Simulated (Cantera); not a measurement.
What does this Cantera script print?

```python
import numpy as np
import cantera as ct

gas_names = """
    N NO NO2 NO3 N2 N2O O O2 O3 Pb PbO Pb2
""".split()
cond_names = """
    Pb(cr) Pb(L) PbO(rd) PbO(yw) PbO(L) PbO2(s) Pb3O4(s)
""".split()


# ... load() reads the species with a 1 bar reference pressure and builds the phases ...
atoms = {
    'PbO': {'Pb': 1, 'O': 1},
    'N2': {'N': 2},
}
top_T = {'Pb3O4(s)': 820}  # K; cautious upper limits of use, not melting points


# ... equilibrate(T, P, feed) seeds the gas with the atoms and calls Mixture.equilibrate('TP', solver="vcs", rtol=1e-11, max_steps=5000) ...
results = []
feed = {'PbO': 1, 'N2': 50}  # mol
P = 310000  # Pa
for T in [450, 550, 650, 750, 850, 950, 1050, 1150]:
    mix = equilibrate(T, P, feed)
    results.append((T, P, feed, dict(zip(mix.species_names, mix.species_moles))))

top = {s: max(r[3][s] / sum(r[3][g] for g in gas_names) for r in results) for s in gas_names}
cols = sorted((s for s in top if top[s] > 1e-05), key=lambda s: -top[s])[:6]
seen = [c for c in cond_names if any(r[3].get(c, 0) > 1e-12 for r in results)]
print("log10 of partial pressures in bar; condensed amounts in mol")
print(f"{'T/K':>10s}" + "".join(f"{s[:9]:>10s}" for s in cols + seen))
for T, P, feed, n in results:
    ng = sum(n[g] for g in gas_names)
    print(f"{T:10.4g}" + "".join(f"{np.log10(max(n[s] / ng * P / 1e5, 1e-99)):10.3f}" for s in cols)
          + "".join(f"{n.get(c, 0):10.4g}" for c in seen))
```

Result:

```
log10 of partial pressures in bar; condensed amounts in mol
       T/K        N2    Pb(cr)   PbO(rd)   PbO(yw)
       450     0.491  4.08e-12         1         0
       550     0.491 1.732e-11         1         0
       650     0.491         0         1         0
       750     0.491         0         1         0
       850     0.491         0         0         1
       950     0.491         0         0         1
      1050     0.491         0         0         1
      1150     0.491         0         0    0.9996
```

Cantera equilibrium calculation (NASA polynomials, part measured and part estimated; ideal gas, pure solids and liquids).
